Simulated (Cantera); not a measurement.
**Thermodynamics of abatement and gas-phase synthesis, feed HF + H2**

Charge: 1 mol HF, 2.5 mol H2, at 1525 K and 1 atm.

Method: chemical equilibrium by Gibbs-energy minimisation in Cantera with the NASA 1993 tables (ideal gas, pure condensed phases). The numbers say what is thermodynamically allowed, not how fast it happens.

```json
{
 "x(H2)": "0.714",
 "x(HF)": "0.286",
 "x(H)": "1.99e-5",
 "x(H2F2)": "1.03e-6",
 "gas_amount": "3.500 mol"
}
```
